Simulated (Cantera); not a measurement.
Input (Python, Cantera):

```python
import numpy as np
import cantera as ct

surf = ct.Interface("diamond.yaml", "diamond_100")
gas, bulk = surf.adjacent["gas"], surf.adjacent["diamond"]
k = surf.kinetics_species_index(bulk.species_names[0])
cover = ["c6HH", "c6H*", "c6*H", "c6**", "c6HM", "c6B"]

rows, drift = [], 0.0
print(f"{'T':>10s}{'um/h':>11s}" + "".join(f"{s:>11s}" for s in cover))
for v in [950, 1025, 1100, 1175, 1250, 1325, 1400]:
    T, P, xH, xCH3 = v, 13000, 0.001, 0.00015
    gas.TPX = T, P, {"H": xH, "CH3": xCH3, "CH4": 0.0081, "H2": 1 - xH - xCH3 - 0.0081}
    surf.TP = bulk.TP = T, P
    surf.coverages = "c6H*:0.1, c6HH:0.9"
    surf.advance_coverages(100.0)
    before = surf.coverages
    surf.advance_coverages(100.0)
    drift = max(drift, np.max(np.abs(surf.coverages - before) / (surf.coverages + 1e-9)))
    rate = surf.net_production_rates[k] * bulk.mean_molecular_weight / bulk.density * 3.6e9
    rows.append([rate, *surf[cover].coverages])
    print(f"{v:10.4g}{rate:11.4e}" + "".join(f"{x:11.3e}" for x in rows[-1][1:]))
```

It prints:

```
         T       um/h       c6HH       c6H*       c6*H       c6**       c6HM        c6B
       950 6.8534e+00  5.741e-01  1.249e-02  2.962e-01  5.477e-03  8.572e-02  1.860e-08
      1025 8.9377e+00  5.338e-01  1.873e-02  3.576e-01  9.390e-03  5.712e-02  2.425e-08
      1100 8.1536e+00  5.006e-01  2.621e-02  4.150e-01  1.451e-02  2.850e-02  2.213e-08
      1175 4.7617e+00  4.699e-01  3.423e-02  4.603e-01  2.017e-02  8.805e-03  1.292e-08
      1250 2.7607e+00  4.407e-01  4.183e-02  4.871e-01  2.532e-02  2.063e-03  7.491e-09
      1325 2.1952e+00  4.193e-01  4.878e-02  5.002e-01  2.942e-02  4.655e-04  5.957e-09
      1400 1.7140e+00  4.076e-01  5.505e-02  5.037e-01  3.233e-02  1.073e-04  4.651e-09
```

Cantera simulation using the Harris–Goodwin 1993 mechanism for the reconstructed diamond (100) surface; the numbers are that mechanism's predictions, not measurements.
